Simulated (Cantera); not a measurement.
A closed system holds: 1 mol Si, a varied amount of HCl, 2.3 mol N₂, equilibrated at 1.00 bar.

Cantera equilibrium calculation (NASA polynomials, part measured and part estimated; ideal gas, pure solids and liquids). Candidate condensed phases: NH₄Cl, Si, Si₃N₄; 28 gas species. N₂ is the only nitrogen source here; it is nearly inert below about 1500 K, so the nitride shown seldom forms there in practice. The tables' values for SiCl₃ are old estimates. Equilibrium is a limit: real reactors are often held back by kinetics, nucleation or transport.

Stable condensed phases, one row left out:

```
T in K \ n(HCl) in mol
         2.1 2.5 2.9 3.5   4 4.7 5.6 6.5 7.6 8.9  10  12
   1700    A   A   A   A   A   A   B   B   B   B   B   B
   1600    A   A   A   A   A   A   A   B   B   B   B   B
   1400    A   A   A   A   A   A   A   A   B   B   B   B
   1300    A   A   A   A   A   A   A   A   B   B   B   B
   1200    A   A   A   A   A   A   A   A   B   B   B   B
   1100    A   A   A   A   A   A   A   A   B   B   B   B
   1000    A   A   A   A   A   A   A   A   B   B   B   B
    900    A   A   A   A   A   A   A   B   B   B   B   B
    800    A   A   A   A   A   A   A   B   B   B   B   B
    700    A   A   A   A   A   A   A   B   B   B   B   B
    600    A   A   A   A   A   A   B   B   B   B   B   B
    500    C   C   C   C   C   C   D   D   D   D   D   D
```

A: Si₃N₄; B: gas only; C: NH₄Cl + Si₃N₄; D: NH₄Cl.

Question: Give the row for 1500 K.

Answer: 2.1: Si₃N₄; 2.5: Si₃N₄; 2.9: Si₃N₄; 3.5: Si₃N₄; 4: Si₃N₄; 4.7: Si₃N₄; 5.6: Si₃N₄; 6.5: Si₃N₄; 7.6: gas only; 8.9: gas only; 10: gas only; 12: gas only.
